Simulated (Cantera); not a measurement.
Fluorocarbon and chlorocarbon gases: CH3Cl + Si + H2

Input: 1 mol CH3Cl, 1.9 mol Si, 2.8 mol H2, at 3050 K and 10000 Pa.

Method: chemical equilibrium by Gibbs-energy minimisation in Cantera with the NASA 1993 tables (ideal gas, pure condensed phases). Candidate condensed phases: C, C6H6, C7H8, C8H18, Si, SiC; 109 gas species. The tables' values for SiCl are old estimates; treat these amounts as uncertain. Gases not in the tables: Si2H6 and higher silanes. Rates play no part.

| Quantity | Value |
|---|---|
| x(H) | 0.329 |
| x(H2) | 0.321 |
| x(Si) | 0.159 |
| x(HCl) | 0.0669 |
| x(SiC2) | 0.0471 |
| x(Cl) | 0.0466 |
| x(C2H2 (acetylene)) | 0.00736 |
| x(Si2C) | 0.00673 |
| x(SiCl) | 0.00625 |
| gas amount | 8.126 mol |
| log10 activity of C(graphite) (absent) | -0.25 |
| log10 activity of Si(l) (absent) | -0.94 |
